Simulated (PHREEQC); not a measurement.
# Sulfide liquor: speciation

Make-up at 20 °C: 0.0014 mol/kgw H2S and 0.00018 mol/kgw ZnCl2. Closed to the air; pH follows from the charge balance.

Equilibrium calculation in PHREEQC: ion-association model, wateq4f.dat.

Each row changes one thing in this solution. Precipitation was switched off in this run.

| case | pH | ionic strength (mol/kgw) | H2S (mol/kgw) | HS- (mol/kgw) |
|---|---|---|---|---|
| as made | 3.46 | 0.000363 | 0.00104 | 3.00e-7 |
| ZnCl2 from 0.00018 to 0.00036 mol/kgw | 3.20 | 0.000753 | 0.000745 | 1.18e-7 |
| 0.00063 mol/kgw Na2CO3 added | 6.84 | 0.00126 | 0.000611 | 0.000427 |
| ZnCl2 from 0.00018 to 1.8e-05 mol/kgw | 4.41 | 3.94e-5 | 0.00136 | 3.42e-6 |
| ZnCl2 replaced by MnCl2 at the same molality | 4.93 | 0.000552 | 0.00139 | 1.20e-5 |
| diluted 10-fold with water | 4.45 | 3.65e-5 | 0.000104 | 2.89e-7 |
| H2S from 0.0014 to 0.0021 mol/kgw | 3.46 | 0.000361 | 0.00174 | 4.95e-7 |
| ZnCl2 left out | 4.93 | 1.17e-5 | 0.00139 | 1.17e-5 |

Some of these states are supersaturated (in ZnS(a), Sphalerite (slow to form), for instance). The polysulfide entries of wateq4f.dat were taken out for this run.
